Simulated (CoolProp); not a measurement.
Vapour-liquid equilibrium of isohexane (1) + benzene (2) at 0.0308 MPa; x and y are mole fractions of (1).

Values from CoolProp's multi-fluid Helmholtz-energy mixture model, Lemmon 2006 and Thol 2012; pair parameters Bell 2016.

| x | bubble temperature (K) | y at the bubble point | dew temperature at overall composition x (K) | liquid density (mol/L) |
|---|---|---|---|---|
| 0.05 | 315.6 | [?] | [?] | 10.69 |
| 0.2 | 309.7 | 0.429 | 314.9 | [?] |
| 0.35 | [?] | 0.565 | [?] | 9.490 |
| 0.5 | 304.5 | [?] | [?] | 8.956 |
| 0.65 | 303.0 | 0.759 | [?] | 8.472 |
| 0.8 | 301.7 | 0.856 | 302.4 | 8.031 |
| 0.95 | 300.6 | 0.963 | 300.7 | 7.629 |

**Question.** Fill in the missing entries.

**Answer.** 
- 0.05, y at the bubble point: 0.165
- 0.05, dew temperature at overall composition x (K): 318.0
- 0.2, liquid density (mol/L): 10.07
- 0.35, bubble temperature (K): 306.6
- 0.35, dew temperature at overall composition x (K): 311.5
- 0.5, y at the bubble point: 0.666
- 0.5, dew temperature at overall composition x (K): 308.0
- 0.65, dew temperature at overall composition x (K): 304.8

No azeotrope shows between x = 0.05 and 0.95.

The pair parameters rest on a limited set of measurements; away from them the model extrapolates.
